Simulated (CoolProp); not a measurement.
Acetone at several states: Z from the reference equation and from simpler models built on Tc = 508.1 K, pc = 4692 kPa, ω = 0.307; each cubic takes its own stable root.

The numbers come from the reference Helmholtz-energy equation of state, Lemmon 2006 in CoolProp. It is a short technical equation, of lower accuracy than the large ones.

```json
[
 {"T (K)": "497.1", "p (kPa)": "7130", "phase": "liquid", "reference": "0.2002"},
 {"T (K)": "505.4", "p (kPa)": "85", "phase": "gas", "reference": "0.9927"},
 {"T (K)": "374.4", "p (kPa)": "79.3", "phase": "gas", "reference": "0.9782"},
 {"T (K)": "210.1", "p (kPa)": "160", "phase": "liquid", "reference": "0.006050"},
 {"T (K)": "318", "p (kPa)": "84.7", "phase": "liquid", "reference": "0.002441"},
 {"T (K)": "432.7", "p (kPa)": "22000", "phase": "liquid", "reference": "0.5351"}
]
```

**Question.** How far does each simpler model (van der Waals, Redlich-Kwong, Soave-Redlich-Kwong, Peng-Robinson) lie from the reference over these 6 states: mean and median of the absolute difference, and the worst?

**Answer.** 
- van der Waals: mean 6742.2 %, median 73.0 %, worst +40207.3 % at 318 K and 84.7 kPa
- Redlich-Kwong: mean 6671.7 %, median 31.0 %, worst +39928.7 % at 318 K and 84.7 kPa
- Soave-Redlich-Kwong: mean 20.2 %, median 26.7 %, worst +36.3 % at 497.1 K and 7130 kPa
- Peng-Robinson: mean 10.8 %, median 12.5 %, worst +22.1 % at 497.1 K and 7130 kPa

At some of these states van der Waals, Redlich-Kwong gives the other phase, because its saturation line lies elsewhere.
